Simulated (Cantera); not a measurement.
Cantera run:

```python
import numpy as np
import cantera as ct

gas_names = [...]  # 87 gases of nasa_gas.yaml made of C, H, Si
cond_names = """
    C(gr) C6H6(L) C7H8(L) C8H18(L),n-octa Si(cr) Si(L) SiC(b)
""".split()


# ... load() reads the species with a 1 bar reference pressure and builds the phases ...
atoms = {
    'SiH4': {'Si': 1, 'H': 4},
    'CH4': {'C': 1, 'H': 4},
    'H2': {'H': 2},
    'C3H8': {'C': 3, 'H': 8},
}
top_T = {'C(gr)': 4500, 'SiC(b)': 3050}  # K; cautious upper limits of use, not melting points


# ... equilibrate(T, P, feed) seeds the gas with the atoms and calls Mixture.equilibrate('TP', solver="vcs", rtol=1e-11, max_steps=5000) ...
results = []
feed = {'SiH4': 1, 'CH4': 1.7, 'H2': 38, 'C3H8': 0.2}  # mol
P = 2200  # Pa
for T in [1450, 1550, 1650, 1750, 1850, 1950, 2050, 2150, 2250, 2350]:
    mix = equilibrate(T, P, feed)
    results.append((T, P, feed, dict(zip(mix.species_names, mix.species_moles))))

top = {s: max(r[3][s] / sum(r[3][g] for g in gas_names) for r in results) for s in gas_names}
cols = sorted((s for s in top if top[s] > 0.001), key=lambda s: -top[s])[:9]
seen = [c for c in cond_names if any(r[3].get(c, 0) > 1e-12 for r in results)]
print("log10 of partial pressures in bar; condensed amounts in mol")
print(f"{'T/K':>10s}" + "".join(f"{s[:9]:>10s}" for s in cols + seen))
for T, P, feed, n in results:
    ng = sum(n[g] for g in gas_names)
    print(f"{T:10.4g}" + "".join(f"{np.log10(max(n[s] / ng * P / 1e5, 1e-99)):10.3f}" for s in cols)
          + "".join(f"{n.get(c, 0):10.4g}" for c in seen))
```

It prints:

```
log10 of partial pressures in bar; condensed amounts in mol
       T/K        H2         H        Si C2H2,acet      SiC2      Si2C     C(gr)    SiC(b)
      1450    -1.658    -5.853   -10.737    -6.970   -13.687   -13.731     1.296         1
      1550    -1.658    -5.331    -9.534    -6.452   -12.112   -12.186     1.297         1
      1650    -1.658    -4.871    -8.478    -5.999   -10.731   -10.832     1.295         1
      1750    -1.658    -4.463    -7.544    -5.598    -9.511    -9.637     1.289    0.9999
      1850    -1.659    -4.098    -6.712    -5.242    -8.425    -8.574     1.277    0.9995
      1950    -1.661    -3.771    -5.967    -4.924    -7.454    -7.623     1.254    0.9972
      2050    -1.665    -3.477    -5.295    -4.639    -6.579    -6.767     1.218    0.9872
      2150    -1.671    -3.211    -4.686    -4.384    -5.788    -5.994     1.175    0.9464
      2250    -1.683    -2.971    -4.132    -4.158    -5.069    -5.291     1.168    0.7971
      2350    -1.703    -2.755    -3.626    -3.961    -4.413    -4.650     1.329    0.2893
```

Method: chemical equilibrium by Gibbs-energy minimisation in Cantera with the NASA 1993 tables (ideal gas, pure condensed phases). Gases not in the tables: Si2H6 and higher silanes.
